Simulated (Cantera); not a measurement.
**Titanium nitride, carbide and oxide coatings: Ti(OiPr)₄ + CH₄**

Input: 1 mol Ti(OiPr)₄, 0.43 mol CH₄, held at 1073 K and 27.0 mbar.

Cantera equilibrium calculation (NASA polynomials, part measured and part estimated; ideal gas, pure solids and liquids). Candidate condensed phases: C, C₆H₆, C₇H₈, C₈H₁₈, H₂O, Ti, TiC, TiO, TiO₂, Ti₂O₃, Ti₃O₅, Ti₄O₇; 113 gas species. The feed counts by its element totals alone. Rates play no part.

```
Property                                Result
-----------------------------------  ---------
x(H₂)                                    0.880
x(CO)                                    0.118
x(CH₄)                                0.000961
x(H₂O)                                0.000366
x(CO₂)                                 5.32e-5
n(C(graphite))                        10.4 mol
n(TiO₂(rutile))                       1.00 mol
gas amount                           16.84 mol
log10 activity of Ti₄O₇(s) (absent)      -0.28
log10 activity of Ti₃O₅(s) (absent)      -0.51
log10 activity of Ti₂O₃(s) (absent)      -0.90
```
